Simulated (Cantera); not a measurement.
# Adiabatic ignition

An adiabatic, constant-pressure homogeneous reactor starts with 13.4 % CH3OH, 18.2 % O2, 68.5 % N2, equivalence ratio 1.1, at 1550 K and 11.8 atm.

Cantera simulation using GRI-Mech 3.0 (53 species, 325 reactions); the numbers are that mechanism's predictions, not measurements. GRI-Mech 3.0 was tuned for natural gas; its chemistry of methanol as a main component is partial and can be far from experiment. The pressure lies above the range GRI-Mech 3.0 was tuned for (to about 10 atm).

```
t (s)     T (K)  x CH3OH     x O2      x O     x H2O      x H
--------  -----  -------  -------  -------  --------  -------
3.00e-6    1550    0.133    0.181  4.31e-8  0.000328  4.56e-7
7.44e-6    1555    0.129    0.179  1.27e-7   0.00230  1.73e-6
1.85e-5    2698   <1e-12   0.0211  0.00671     0.191   0.0123
4.58e-5    2931   <1e-12   0.0120  0.00282     0.209  0.00516
0.000114   2924   <1e-12   0.0111  0.00266     0.209  0.00510
0.000282   2917   <1e-12   0.0102  0.00248     0.209  0.00502
0.000698   2915   <1e-12  0.00997  0.00243     0.209  0.00500
0.00173    2915   <1e-12  0.00996  0.00243     0.209  0.00500
0.00430    2915   <1e-12  0.00996  0.00243     0.209  0.00500
0.0107     2915   <1e-12  0.00996  0.00243     0.209  0.00500
0.0264     2915   <1e-12  0.00996  0.00243     0.209  0.00500
0.0655     2915   <1e-12  0.00996  0.00243     0.209  0.00500
0.163      2915   <1e-12  0.00996  0.00243     0.209  0.00500
0.403      2915   <1e-12  0.00996  0.00243     0.209  0.00500
1.00       2915   <1e-12  0.00996  0.00243     0.209  0.00500
```
x: mole fraction; the columns are a selection and need not sum to one.

time of steepest temperature rise: 17.0 µs
temperature at 1.00 s: 2915 K
equilibrium temperature: 2915 K
x(CH3OH) at 1.00 s: <1e-12 (gas-phase equilibrium <1e-12)
x(O2) at 1.00 s: 0.00996 (gas-phase equilibrium 0.00996)
x(O) at 1.00 s: 0.00243 (gas-phase equilibrium 0.00243)
